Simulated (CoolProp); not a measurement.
Model: reference Helmholtz-energy equation of state, Thol 2019, in CoolProp.

**Question.** For n-hexane, give the phase and the density (kg/m³), cp (kJ/(kg K)), isothermal compressibility (1/MPa), expansivity (1/kK) at 122.35 °C and 1.09 MPa; 122.35 °C and 4.35 MPa.

**Answer.** 
- 122.35 °C and 1.09 MPa: liquid; density 558, cp 2.75, isothermal compressibility 0.00526, expansivity 2.13
- 122.35 °C and 4.35 MPa: liquid; density 566, cp 2.72, isothermal compressibility 0.00441, expansivity 1.90
